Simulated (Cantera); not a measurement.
A closed system holds: 1 mol CuO, 4.4 mol HF, 0.97 mol N2, held at 1.00 mbar.

Cantera equilibrium calculation (NASA polynomials, part measured and part estimated; ideal gas, pure solids and liquids). Candidate condensed phases: Cu, CuF2, CuO, Cu(OH)2, Cu2O, H2O; 45 gas species. Equilibrium is a limit: real reactors are often held back by kinetics, nucleation or transport.

Task: What share of the Cu ends up in condensed phases as a function of T (K), at 1123, 1223, 1323, 1423, 1523, 1623, 1723?

Result: 
```json
[
 {"T (K)": "1123", "Cu condensed (%)": "98.7", "as": "Cu2O(s)"},
 {"T (K)": "1223", "Cu condensed (%)": "95.6", "as": "Cu2O(s)"},
 {"T (K)": "1323", "Cu condensed (%)": "87.4", "as": "Cu2O(s)"},
 {"T (K)": "1423", "Cu condensed (%)": "69.0", "as": "Cu2O(s)"},
 {"T (K)": "1523", "Cu condensed (%)": "38.6", "as": "Cu(l)"},
 {"T (K)": "1623", "Cu condensed (%)": "0.0", "as": "-"},
 {"T (K)": "1723", "Cu condensed (%)": "0.0", "as": "-"}
]
```
